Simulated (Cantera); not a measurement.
Charge: 1 mol SiH₄, 0.34 mol C₂H₂, 900 mol H₂, equilibrated at 0.00290 bar.

These are equilibrium values from Cantera (NASA tables, ideal gas, pure condensed phases), not measurements of a reactor. Candidate condensed phases: C, C₆H₆, C₇H₈, C₈H₁₈, Si, SiC; 87 gas species. Rates play no part. All values below are at 2025 °C.

Base state: H₂ 0.836, H 0.163, Si 0.000984, C₂H₂ (acetylene) 0.000329, SiH 1.79e-5, SiC₂ 1.24e-5 (mole fractions); condensed: gas only.

Task: What changes in the equilibrium state with this change: SiH₄ replaced by CH₃SiCl₃?

Result: 
```tsv
species	before	after
H₂	0.836	0.833
H	0.163	0.162
HCl	0	0.00267
C₂H₂ (acetylene)	0.000329	0.000812
Si	0.000984	0.000964
Cl	0	0.000375
SiC₂	1.24e-5	3.01e-5
SiH	1.79e-5	1.75e-5
```
The feed counts by its element totals alone.
